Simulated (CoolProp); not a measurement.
Vapour-liquid equilibrium of R13 (1) + propylene (2) at 7.29 kPa; x and y are mole fractions of (1).

Model: multi-fluid Helmholtz-energy mixture model, Platzer 1990 and Lemmon 2013; pair parameters Bell 2016, in CoolProp. This equation is an older, rougher fit; its heat capacities, sound speeds and derivatives of the liquid may be far off and weren't checked against measurements.

```
x     bubble temperature (K)  y at the bubble point  dew temperature at overall composition x (K)  liquid density (mol/L)
----  ----------------------  ---------------------  --------------------------------------------  ----------------------
0.05                   171.7                  0.533                                         180.0                   15.95
0.15                   163.7                  0.793                                         178.7                   16.09
0.25                   160.2                  0.864                                         177.1                   16.11
0.35                   158.3                  0.895                                         175.5                   16.09
0.45                   157.2                  0.912                                         173.6                   16.05
0.55                   156.5                  0.925                                         171.3                   16.00
0.65                   155.9                  0.936                                         168.7                   15.96
0.75                   155.3                  0.948                                         165.4                   15.92
0.85                   154.6                  0.963                                         160.9                   15.90
0.95                   153.9                  0.985                                         155.2                   15.89
```

No azeotrope shows between x = 0.05 and 0.95.

Pair parameters are fitted to limited data, so mixtures are less certain than the pure fluids.
